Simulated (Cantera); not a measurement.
Charge: 1 mol trisilylamine, 0.76 mol NH3, 34 mol H2, held at 133 Pa.

Method: chemical equilibrium by Gibbs-energy minimisation in Cantera with the NASA 1993 tables (ideal gas, pure condensed phases). Candidate condensed phases: Si, Si3N4; 18 gas species. The feed counts by its element totals alone. Mutual solubility and eutectic melting of coexisting phases are not modelled. Gases not in the tables: Si2H6 and higher silanes. Kinetics and transport are ignored.

x: gas mole fraction; n: condensed amount in mol.

| T (K) | x H2 | x N2 | x H | x Si | n Si(s) | n Si3N4(s) | n Si(l) |
|---|---|---|---|---|---|---|---|
| 1048 | 1.00 | 9.56e-8 | 2.12e-7 | 1.57e-12 | 1.68 | 0.440 | 0 |
| 1123 | 1.000 | 1.66e-6 | 1.17e-6 | 4.83e-11 | 1.68 | 0.440 | 0 |
| 1198 | 1.000 | 2.01e-5 | 5.21e-6 | 9.66e-10 | 1.68 | 0.440 | 0 |
| 1273 | 1.000 | ? | ? | ? | 1.69 | 0.436 | 0 |
| 1348 | 0.999 | ? | ? | ? | 1.76 | 0.415 | 0 |
| 1423 | 0.993 | 0.00718 | 0.000181 | 1.15e-6 | 2.11 | 0.297 | 0 |
| 1498 | 0.978 | 0.0217 | 0.000465 | 7.53e-6 | 3.00 | 0 | 0 |
| 1573 | 0.977 | 0.0217 | 0.00110 | 4.12e-5 | 3.00 | 0 | 0 |
| 1648 | 0.976 | 0.0217 | 0.00241 | 0.000193 | 2.99 | 0 | 0 |
| 1723 | 0.973 | 0.0216 | 0.00493 | 0.000738 | 0 | 0 | 2.97 |

Complete the blanks.


- 1348, x N2: 0.00126
- 1348, x H: 6.33e-5
- 1348, x Si: 1.41e-7
- 1273, x N2: 0.000180
- 1273, x H: 1.95e-5
- 1273, x Si: 1.35e-8
